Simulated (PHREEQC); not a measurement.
Solution (25 °C): 0.0079 mol NH3, 0.00014 mol H4SiO4 and 0.013 mol K2CO3 per kg of water. Closed to the air; pH follows from the charge balance.

Computed with PHREEQC (ion-association model, phreeqc.dat).

The pH comes out as 11.05 and the ionic strength comes out as 0.0378 mol/kgw. The specific conductance comes out as 3300 µS/cm and the total alkalinity is 33.9 meq/kg.

| species | molality | activity | log γ |
|---|---|---|---|
| K+ | 0.0260 | 0.0216 | -0.080 |
| CO3-2 | 0.0117 | 0.00591 | -0.295 |
| NH3 | 0.00775 | 0.00782 | 0.004 |
| OH- | 0.00136 | 0.00113 | -0.081 |
| HCO3- | 0.00134 | 0.00113 | -0.074 |
| NH4+ | 0.000150 | 0.000123 | -0.086 |
| H3SiO4- | 0.000132 | 0.000110 | -0.079 |
| H4SiO4 | 6.63e-6 | 6.69e-6 | 0.004 |
| H2SiO4-2 | 1.64e-6 | 8.32e-7 | -0.295 |
| CO2 | 2.27e-8 | 2.29e-8 | 0.004 |

Precipitation was switched off in this run. Species that the database lacks are ignored.
